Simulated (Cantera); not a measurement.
Standard-state values (1 bar) from the NASA 1993 polynomials, evaluated with Cantera. Values are per mole of reaction as written; species without (g) are pure solids or liquids, kept so even where they would boil at 1 bar.

NbO2 + H2(g) = Nb + H2O2(g), with ΔH° = 658.6 kJ and ΔS° = 85.7 J/K at 300 K.

### Question
How far is the shortcut ΔG° ≈ ΔH°(300 K) − T·ΔS°(300 K) from the full temperature-dependent value at 598, 798, 998, 1198, 1398, 1598, 1798, 1998, 2198 K?

### Answer
```
T (K)  shortcut (kJ)  full (kJ)  difference (kJ)  difference in log10 K  condensed phases
-----  -------------  ---------  ---------------  ---------------------  ----------------
598            607.4      609.8             -2.4                   0.21    NbO2(s), Nb(s)
798            590.2      596.2             -5.9                   0.39    NbO2(s), Nb(s)
998            573.1      583.8            -10.7                   0.56    NbO2(s), Nb(s)
1198           556.0      572.8            -16.8                   0.73    NbO2(s), Nb(s)
1398           538.8      563.0            -24.1                   0.90    NbO2(s), Nb(s)
1598           521.7      553.6            -31.9                   1.04    NbO2(s), Nb(s)
1798           504.5      544.6            -40.1                   1.16    NbO2(s), Nb(s)
1998           487.4      535.9            -48.5                   1.27    NbO2(s), Nb(s)
2198           470.3      528.4            -58.1                   1.38    NbO2(l), Nb(s)
```
The shortcut ignores heat capacities and the phase changes listed.
